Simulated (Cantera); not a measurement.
A closed system holds: 1 mol SiC, 0.55 mol N₂O, 3.7 mol N₂, at 802 °C and 170 Pa.

Cantera equilibrium calculation (NASA polynomials, part measured and part estimated; ideal gas, pure solids and liquids). Candidate condensed phases: C, Si, SiC, SiO₂, Si₂N₂O, Si₃N₄; 34 gas species. Equilibrium is a limit: real reactors are often held back by kinetics, nucleation or transport.

Base state: N₂ 0.987, CO 0.0132 (mole fractions); condensed: C(graphite) + Si₂N₂O(s).

What changes in the equilibrium state with this change: N₂O from 0.55 to 4.7 mol?


| species | before | after |
|---|---|---|
| N₂ | 0.987 | 0.862 |
| CO₂ | 4.00e-8 | 0.103 |
| O₂ | <1e-9 | 0.0359 |
| CO | 0.0132 | 8.56e-9 |
| NO | <1e-9 | 2.91e-5 |
| C(graphite), mol | 0.950 | 0 |
| Si₂N₂O(s), mol | 0.500 | 0 |
| SiO₂(β-quartz), mol | 0 | 1.00 |
